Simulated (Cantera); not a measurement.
A perfectly stirred reactor is fed with CH4 : H2 : O2 : N2 = 1 : 1 : 2.72 : 10.2 (molar parts), at 0.987 atm; it is adiabatic with a 500 K inlet, and is followed from long to short residence time, starting on the burning branch (τ in s: 0.037, 0.022, 0.013, 0.0073, 0.0042, 0.0025, 0.0014, 0.00083, 0.00048, 0.00028, 0.00016, 9.4e-05, 5.5e-05).

Model: GRI-Mech 3.0 (53 species, 325 reactions), integrated in Cantera.

### Question
What does this change do: pressure from 0.987 atm to 0.444 atm?

### Answer
| quantity | before | after |
|---|---|---|
| blow-out, bracketed by the residence times tried | burning at 55.0 µs, the shortest tried | burning at 55.0 µs, the shortest tried |
| x(CH4) at τ = 37.0 ms | 3.93e-6 | 5.97e-6 |
| x(H2) at τ = 37.0 ms | 0.00402 | 0.00622 |
| x(O2) at τ = 37.0 ms | 0.0181 | 0.0205 |
| x(CH3) at τ = 37.0 ms | 2.06e-6 | 2.92e-6 |
| x(C2H2) at τ = 37.0 ms | 3.60e-10 | 4.55e-10 |
| x(CH4) at τ = 1.40 ms | 4.65e-5 | 7.15e-5 |
| x(H2) at τ = 1.40 ms | 0.0104 | 0.0158 |
| x(O2) at τ = 1.40 ms | 0.0251 | 0.0300 |
| x(CH3) at τ = 1.40 ms | 1.93e-5 | 2.40e-5 |
| x(C2H2) at τ = 1.40 ms | 1.06e-8 | 9.62e-9 |

### Question
What does this change do: O2 2.72 to 1.8 parts?

### Answer
| quantity | before | after |
|---|---|---|
| blow-out, bracketed by the residence times tried | burning at 55.0 µs, the shortest tried | burning at 0.830 ms, out at 0.480 ms |
| x(CH4) at τ = 37.0 ms | 3.93e-6 | 0.00116 |
| x(H2) at τ = 37.0 ms | 0.00402 | 0.0520 |
| x(O2) at τ = 37.0 ms | 0.0181 | 0.000612 |
| x(CH3) at τ = 37.0 ms | 2.06e-6 | 0.000194 |
| x(C2H2) at τ = 37.0 ms | 3.60e-10 | 0.000497 |
| x(CH4) at τ = 1.40 ms | 4.65e-5 | 0.00167 |
| x(H2) at τ = 1.40 ms | 0.0104 | 0.0519 |
| x(O2) at τ = 1.40 ms | 0.0251 | 0.00417 |
| x(CH3) at τ = 1.40 ms | 1.93e-5 | 0.000635 |
| x(C2H2) at τ = 1.40 ms | 1.06e-8 | 0.000432 |
